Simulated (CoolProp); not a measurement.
R507A at 293.15 K and 0.605 MPa flows at 0.06 m/s in a round tube of 2 mm bore and 45 µm roughness, fully developed (64/Re and Nu = 3.66 if laminar; Colebrook and Gnielinski if turbulent). Each further row changes one setting.

Computed with CoolProp (reference Helmholtz-energy equation of state, Lemmon 2003). It is a pseudo-pure fit of the blend.

| case | Reynolds number | Darcy friction factor | pressure drop (Pa/m) | heat-transfer coefficient (W/(m² K)) | mass flow (kg/h) |
|---|---|---|---|---|---|
| as stated | (withheld) | (withheld) | (withheld) | 25.2 | (withheld) |
| velocity 0.12 m/s | 547 | 0.117 | (withheld) | 25.2 | (withheld) |
| diameter 4 mm | 547 | 0.117 | 1.46 | (withheld) | (withheld) |

Task: What belongs in the gaps?

Result: 
- as stated, Reynolds number: 274
- as stated, Darcy friction factor: 0.234
- as stated, pressure drop (Pa/m): 5.83
- as stated, mass flow (kg/h): 0.0188
- velocity 0.12 m/s, pressure drop (Pa/m): 11.7
- velocity 0.12 m/s, mass flow (kg/h): 0.0376
- diameter 4 mm, heat-transfer coefficient (W/(m² K)): 12.6
- diameter 4 mm, mass flow (kg/h): 0.0751

Viscosity comes from a separate model (Geller 2000). Thermal conductivity comes from a separate model (Geller 2001).
